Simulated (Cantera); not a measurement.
Input: 1 mol C3H6, 2 mol H2O, equilibrated at 750 Torr.

These are equilibrium values from Cantera (NASA tables, ideal gas, pure condensed phases), not measurements of a reactor. Candidate condensed phases: C, C6H6, C7H8, C8H18, H2O; 110 gas species. Kinetics and transport are ignored. All values below are at 1802 °C.

Base state: H2 0.711, CO 0.285, H 0.00225, C2H2 (acetylene) 0.000882, CH4 0.000177, H2O 1.79e-5, CH3 1.10e-5 (mole fractions); condensed: C(graphite).

Question: What changes in the equilibrium state with this change: H2O from 2 to 0.099 mol?

Answer: 
```json
[
 {"species": "H2", "before": "0.711", "after": "0.965"},
 {"species": "CO", "before": "0.285", "after": "0.0309"},
 {"species": "H", "before": "0.00225", "after": "0.00262"},
 {"species": "H2O", "before": "1.79e-5", "after": "2.62e-6"},
 {"species": "CH4", "before": "0.000177", "after": "0.000326"},
 {"species": "CH3", "before": "1.10e-5", "after": "1.73e-5"},
 {"species": "C(graphite), mol", "before": "0.986", "after": "2.89"}
]
```
